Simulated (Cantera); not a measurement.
What does this Cantera script print?

```python
import numpy as np
import cantera as ct

gas_names = """
    CL CL2 H HCL H2 Si SiCL SiCL2 SiCL3 SiCL4 SiH SiHCL3 SiH2 SiH2CL2 SiH3 SiH3CL SiH4 Si2 Si3
""".split()
cond_names = """
    Si(cr) Si(L)
""".split()


# ... load() reads the species with a 1 bar reference pressure and builds the phases ...
atoms = {
    'Si2Cl6': {'Si': 2, 'CL': 6},
    'H2': {'H': 2},
}
top_T = {}  # K; cautious upper limits of use, not melting points


# ... equilibrate(T, P, feed) seeds the gas with the atoms and calls Mixture.equilibrate('TP', solver="vcs", rtol=1e-11, max_steps=5000) ...
results = []
feed = {'Si2Cl6': 1, 'H2': 190}  # mol
P = 200000  # Pa
for T in [1523, 1548, 1573, 1598, 1623, 1648, 1673, 1698, 1723, 1748, 1773]:
    mix = equilibrate(T, P, feed)
    results.append((T, P, feed, dict(zip(mix.species_names, mix.species_moles))))
    x = sorted(zip(gas.X, gas.species_names), reverse=True)
    print(f"T = {T:g} K  P = {P:g} Pa  gas = {mix.phase_moles(0):.4g} mol")
    print("   x: " + "  ".join(f"{s} {v:.3e}" for v, s in x if v > 0.001))
    print("   condensed (mol): " + ("  ".join(f"{mix.phase(i).name} {mix.phase_moles(i):.4g}"
          for i in range(1, mix.n_phases) if mix.phase_moles(i) > 1e-12) or "none"))
```

Result:

```
T = 1523 K  P = 200000 Pa  gas = 192.9 mol
   x: H2 9.720e-01  HCL 2.535e-02  SiCL2 2.160e-03
   condensed (mol): Si(cr) 1.482
T = 1548 K  P = 200000 Pa  gas = 192.9 mol
   x: H2 9.718e-01  HCL 2.547e-02  SiCL2 2.222e-03
   condensed (mol): Si(cr) 1.487
T = 1573 K  P = 200000 Pa  gas = 192.9 mol
   x: H2 9.718e-01  HCL 2.556e-02  SiCL2 2.277e-03
   condensed (mol): Si(cr) 1.489
T = 1598 K  P = 200000 Pa  gas = 193 mol
   x: H2 9.717e-01  HCL 2.562e-02  SiCL2 2.326e-03
   condensed (mol): Si(cr) 1.491
T = 1623 K  P = 200000 Pa  gas = 193 mol
   x: H2 9.717e-01  HCL 2.566e-02  SiCL2 2.370e-03
   condensed (mol): Si(cr) 1.49
T = 1648 K  P = 200000 Pa  gas = 193 mol
   x: H2 9.716e-01  HCL 2.568e-02  SiCL2 2.411e-03
   condensed (mol): Si(cr) 1.489
T = 1673 K  P = 200000 Pa  gas = 193 mol
   x: H2 9.716e-01  HCL 2.569e-02  SiCL2 2.448e-03
   condensed (mol): Si(cr) 1.488
T = 1698 K  P = 200000 Pa  gas = 193 mol
   x: H2 9.715e-01  HCL 2.575e-02  SiCL2 2.453e-03
   condensed (mol): Si(L) 1.491
T = 1723 K  P = 200000 Pa  gas = 193 mol
   x: H2 9.714e-01  HCL 2.593e-02  SiCL2 2.395e-03
   condensed (mol): Si(L) 1.506
T = 1748 K  P = 200000 Pa  gas = 193 mol
   x: H2 9.713e-01  HCL 2.610e-02  SiCL2 2.337e-03
   condensed (mol): Si(L) 1.521
T = 1773 K  P = 200000 Pa  gas = 193 mol
   x: H2 9.711e-01  HCL 2.626e-02  SiCL2 2.281e-03
   condensed (mol): Si(L) 1.534
```

Method: chemical equilibrium by Gibbs-energy minimisation in Cantera with the NASA 1993 tables (ideal gas, pure condensed phases). The feed counts by its element totals alone. The tables' values for SiCl3 are old estimates; treat these amounts as uncertain. Gases not in the tables: Si2H6 and higher silanes.
